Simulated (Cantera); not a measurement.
What does this Cantera script print?

```python
import numpy as np
import cantera as ct

gas_names = """
    H HO2 H2 H2O H2O2 O OH O2 O3 Pb PbO Pb2
""".split()
cond_names = """
    H2O(s) H2O(L) Pb(cr) Pb(L) PbO(rd) PbO(yw) PbO(L) PbO2(s) Pb3O4(s)
""".split()


# ... load() reads the species with a 1 bar reference pressure and builds the phases ...
atoms = {
    'PbO': {'Pb': 1, 'O': 1},
    'H2': {'H': 2},
    'H2O': {'H': 2, 'O': 1},
}
top_T = {'Pb3O4(s)': 820}  # K; cautious upper limits of use, not melting points


# ... equilibrate(T, P, feed) seeds the gas with the atoms and calls Mixture.equilibrate('TP', solver="vcs", rtol=1e-11, max_steps=5000) ...
results = []
feed = {'PbO': 1, 'H2': 620, 'H2O': 0.37}  # mol
T = 1173.15  # K
for P in [10, 52, 270, 1400, 7200, 37000, 190000, 1000000]:
    mix = equilibrate(T, P, feed)
    results.append((T, P, feed, dict(zip(mix.species_names, mix.species_moles))))

top = {s: max(r[3][s] / sum(r[3][g] for g in gas_names) for r in results) for s in gas_names}
cols = sorted((s for s in top if top[s] > 0.001), key=lambda s: -top[s])[:7]
seen = [c for c in cond_names if any(r[3].get(c, 0) > 1e-12 for r in results)]
print("log10 of partial pressures in bar; condensed amounts in mol")
print(f"{'P/Pa':>10s}" + "".join(f"{s[:9]:>10s}" for s in cols + seen))
for T, P, feed, n in results:
    ng = sum(n[g] for g in gas_names)
    print(f"{P:10.4g}" + "".join(f"{np.log10(max(n[s] / ng * P / 1e5, 1e-99)):10.3f}" for s in cols)
          + "".join(f"{n.get(c, 0):10.4g}" for c in seen))
```

Output:

```
log10 of partial pressures in bar; condensed amounts in mol
      P/Pa        H2       H2O        Pb     Pb(L)
        10    -4.002    -6.657    -6.793         0
        52    -3.286    -5.941    -6.077         0
       270    -2.570    -5.225    -5.362         0
      1400    -1.856    -4.511    -4.647         0
      7200    -1.144    -3.799    -3.936         0
   3.7e+04    -0.433    -3.088    -3.374    0.2903
   1.9e+05     0.278    -2.377    -3.374    0.8619
     1e+06     0.999    -1.656    -3.374    0.9738
```

Equilibrium computed with Cantera from the NASA thermochemical tables; the gas is ideal and each condensed phase is pure.
